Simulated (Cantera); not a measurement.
Input: 1 mol CH₂F₂, 0.49 mol HCl, 0.097 mol Si, equilibrated at 67.0 mbar.

These are equilibrium values from Cantera (NASA tables, ideal gas, pure condensed phases), not measurements of a reactor. Candidate condensed phases: C, C₆H₆, C₇H₈, C₈H₁₈, Si, SiC; 143 gas species. The tables' values for SiF₃, SiF₂ are old estimates; treat these amounts as uncertain. The numbers say what is thermodynamically allowed, not how fast it happens.

x: gas mole fraction; n: condensed amount in mol.

```csv
T (K),x HF,x HCl,x H₂,x SiF₄,x Cl,x SiF₃,x H,n C(graphite)
1225,0.674,0.205,0.0811,0.0405,7.45e-7,2.35e-7,…,1.000
1300,0.674,0.205,0.0811,0.0405,2.59e-6,9.77e-7,…,1.000
1375,0.674,0.205,0.0811,0.0405,7.88e-6,3.46e-6,…,1.000
1450,0.674,0.205,0.0811,0.0405,2.14e-5,1.07e-5,…,1.000
1525,0.674,0.205,0.0811,0.0405,5.27e-5,2.97e-5,…,1.000
1600,0.674,0.205,0.0810,0.0405,0.000119,7.44e-5,…,1.000
1675,0.674,0.204,0.0810,0.0403,0.000252,0.000171,…,1.000
1750,0.674,0.204,0.0809,0.0401,0.000497,0.000364,…,1.000
1825,0.674,0.204,0.0808,0.0397,0.000929,0.000725,…,1.000
1900,0.674,0.203,0.0806,0.0391,0.00165,0.00135,…,1.000
1975,0.674,0.201,0.0801,0.0380,0.00281,0.00236,…,1.000
2050,0.674,0.199,0.0795,0.0363,0.00458,0.00389,…,1.000
2125,0.674,0.196,0.0785,0.0339,0.00719,0.00599,…,0.999
2200,0.674,0.191,0.0773,0.0307,0.0109,0.00862,…,0.999
```

Q: Fill in the missing entries.

A: 
- 1225, x H: 3.43e-7
- 1300, x H: 1.22e-6
- 1375, x H: 3.77e-6
- 1450, x H: 1.04e-5
- 1525, x H: 2.60e-5
- 1600, x H: 5.98e-5
- 1675, x H: 0.000128
- 1750, x H: 0.000256
- 1825, x H: 0.000484
- 1900, x H: 0.000870
- 1975, x H: 0.00150
- 2050, x H: 0.00247
- 2125, x H: 0.00393
- 2200, x H: 0.00605
